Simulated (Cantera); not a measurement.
Mixture: CH4 : CO : O2 : N2 = 1 : 0.16 : 2.74 : 7.39 (molar parts), equivalence ratio 0.76, at 0.490 bar, adiabatic and at constant pressure. Ignition delay is the time to a rise of 400 K.

Model: GRI-Mech 3.0 (53 species, 325 reactions), integrated in Cantera.

### Question
At T0 = 1400 K, what is the delay, and which 7 reactions control it most (d ln τ / d ln k, from doubling and halving each rate constant)?

### Answer
The delay is 4.02 ms.
| reaction | d ln τ / d ln k | faster rate |
|---|---|---|
| CH3 + O2 <=> CH3O + O | -0.50 | shortens it |
| 2 CH3 (+M) <=> C2H6 (+M) | 0.43 | lengthens it |
| H + O2 <=> O + OH | -0.33 | shortens it |
| CH4 + H <=> CH3 + H2 | 0.27 | lengthens it |
| CH3 + O2 <=> CH2O + OH | -0.23 | shortens it |
| CH3 + HO2 <=> CH3O + OH | -0.20 | shortens it |
| CH4 + OH <=> CH3 + H2O | 0.13 | lengthens it |
